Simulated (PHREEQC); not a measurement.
0.2 mol of CaSeO3 (CaSeO3) is brought to equilibrium with 1 kg of water holding 0.16 mol NaCl, with rising amounts of K3PO4, at 25 °C. No oxygen is let in. No CO2 enters from the air. Solids allowed: CaSeO3, Portlandite, Hydroxyapatite, Halite. Others were left out.

The numbers come from PHREEQC with the ion-association model, wateq4f.dat.

```csv
K3PO4 added (mol),pH,dissolved Ca (mol/kgw),dissolved Se (mol/kgw),Hydroxyapatite (mol),Ca+2 (mol/kgw),HPO4-2 (mol/kgw),SeO3-2 (mol/kgw)
0,9.83,0.00493,0.00493,0,0.00493,0,0.00484
0.00833,8.79,0.00195,0.0158,0.00278,0.00195,1.03e-7,0.0130
0.0167,8.73,0.00116,0.0290,0.00557,0.00116,3.28e-7,0.0234
0.025,8.71,0.000846,0.0425,0.00833,0.000846,6.58e-7,0.0342
0.0333,8.70,0.000671,0.0562,0.0111,0.000671,1.09e-6,0.0451
0.0417,8.70,0.000558,0.0701,0.0139,0.000558,1.64e-6,0.0562
0.05,8.70,0.000479,0.0838,0.0167,0.000479,2.29e-6,0.0672
0.0583,8.70,0.000419,0.0976,0.0194,0.000419,3.06e-6,0.0782
0.0667,8.70,0.000371,0.112,0.0222,0.000371,3.95e-6,0.0893
0.075,8.70,0.000333,0.125,0.0250,0.000333,4.96e-6,0.100
0.0833,8.70,0.000300,0.139,0.0278,0.000300,6.10e-6,0.111
0.0917,8.71,0.000272,0.153,0.0306,0.000272,7.40e-6,0.123
0.1,8.71,0.000248,0.167,0.0333,0.000248,8.82e-6,0.134
```

Hydroxyapatite from K3PO4 added = 0.00833 mol (pH 8.79).

H3PO4, which wateq4f.dat lacks, is added to it with the constant of phreeqc.dat.
